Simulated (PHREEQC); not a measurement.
Solution (20 °C): 0.0059 mol/kgw HF, 0.13 mol/kgw (CH3)4NF, 3.7e-05 mol/kgw (NH4)2SiF6 and 0.0014 mol/kgw H2SO4. Closed to the air; pH follows from the charge balance.

The numbers come from PHREEQC with the ion-association model, phreeqc.dat.

```json
[
 {"quantity": "pH", "before": "4.32", "after": "4.70"},
 {"quantity": "HF (mol/kgw)", "before": "0.00593", "after": "0.00452"},
 {"quantity": "HF2- (mol/kgw)", "before": "0.00271", "after": "0.00415"},
 {"quantity": "HSO4- (mol/kgw)", "before": "2.62e-6", "after": "8.89e-7"}
]
```

Question: Name the change that produced these shifts.
(A) (CH3)4NF left out
(B) (NH4)2SiF6 replaced by (NH4)2HPO4 at the same molality
(C) diluted 100-fold with water
(D) (CH3)4NF from 0.13 to 0.26 mol/kgw

Answer: D, (CH3)4NF from 0.13 to 0.26 mol/kgw

Precipitation was switched off in this run. (CH3)4N+ isn't in the database: it is added as a free cation with an ion size of 4 Å. SiF6-2 is the database's only silicon fluoride.
